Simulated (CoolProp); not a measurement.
Vapour-liquid equilibrium of R13 (1) + propylene (2) at 181 K; x and y are mole fractions of (1).

The numbers come from the multi-fluid Helmholtz-energy mixture model, Platzer 1990 and Lemmon 2013; pair parameters Bell 2016 in CoolProp. This equation is an older, rougher fit; its heat capacities, sound speeds and derivatives of the liquid may be far off and weren't checked against measurements.

```csv
x,"bubble pressure, mixture model (bar)","bubble pressure, Raoult's law (bar)","y, mixture model","y, Raoult's law"
0.05,?,0.09845,?,0.279
0.2,0.2707,0.1696,?,0.647
0.35,0.3514,0.2407,0.842,0.798
0.5,0.4048,0.3119,?,0.880
0.65,?,0.3830,0.908,0.932
0.8,0.4876,0.4542,0.939,0.967
0.95,0.5326,0.5253,0.981,0.993
```

Complete the blanks.


- 0.05, bubble pressure, mixture model (bar): 0.1373
- 0.05, y, mixture model: 0.479
- 0.2, y, mixture model: 0.768
- 0.5, y, mixture model: 0.879
- 0.65, bubble pressure, mixture model (bar): 0.4469

The largest gap from Raoult's law is +59.6 % in bubble pressure, at x = 0.2. No azeotrope shows between x = 0.05 and 0.95.

Pair parameters are fitted to limited data, so mixtures are less certain than the pure fluids. With so large a gap from Raoult's law the liquid may split in two, which this calculation doesn't test in full.
